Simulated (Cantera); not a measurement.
A freely propagating, adiabatic, planar premixed flame of CH4 : CO : O2 : N2 = 1 : 0.31 : 1.44 : 4.17 (molar parts), equivalence ratio 1.5, unburnt at 325 K and 1.00 bar; multicomponent+Soret transport, grid criteria slope 0.08 and curve 0.16, no radiation.

Model: GRI-Mech 3.0 (53 species, 325 reactions), integrated in Cantera. Burning velocities carry a grid error of a few per cent, more on coarse grids.

x: mole fraction of selected species; z is measured from the peak of heat release.

```csv
z (mm),T (K),u (m/s),x CH4,x CO,x O2,x HCO,x C2H2,x CH2CO
-1.60,325,0.338,0.144,0.0448,0.208,<1e-8,<1e-8,<1e-8
-1.07,327,0.341,0.144,0.0447,0.207,<1e-8,1.72e-7,1.71e-8
-0.800,339,0.355,0.141,0.0447,0.206,<1e-8,1.76e-6,2.35e-7
-0.533,457,0.483,0.130,0.0473,0.198,<1e-8,3.37e-5,7.43e-6
-0.267,___,1.12,___,___,___,___,___,___
-0.133,1478,1.64,0.0489,0.0900,0.0930,8.33e-6,0.000919,0.000325
0,1866,2.10,0.0142,0.113,0.0390,2.66e-5,0.00178,0.000281
0.133,2048,2.32,___,0.121,___,___,___,___
0.267,2102,2.38,0.000393,0.120,0.00284,4.04e-6,0.000536,1.24e-5
0.533,2126,2.40,2.40e-5,0.116,0.000305,4.35e-7,8.15e-5,1.33e-6
1.07,2137,2.41,6.67e-7,0.115,9.80e-5,1.48e-7,3.84e-6,5.77e-8
2.13,2150,2.42,<1e-8,0.115,6.01e-5,1.12e-7,4.12e-8,<1e-8
4.27,2161,2.43,<1e-8,0.115,3.14e-5,8.08e-8,<1e-8,<1e-8
```

**Question.** Some entries are withheld; supply them.

**Answer.** 
- -0.267, T (K): 1029
- -0.267, x CH4: 0.0874
- -0.267, x CO: 0.0674
- -0.267, x O2: 0.146
- -0.267, x HCO: 3.13e-7
- -0.267, x C2H2: 0.000383
- -0.267, x CH2CO: 0.000130
- 0.133, x CH4: 0.00229
- 0.133, x O2: 0.0110
- 0.133, x HCO: 1.48e-5
- 0.133, x C2H2: 0.00131
- 0.133, x CH2CO: 6.15e-5
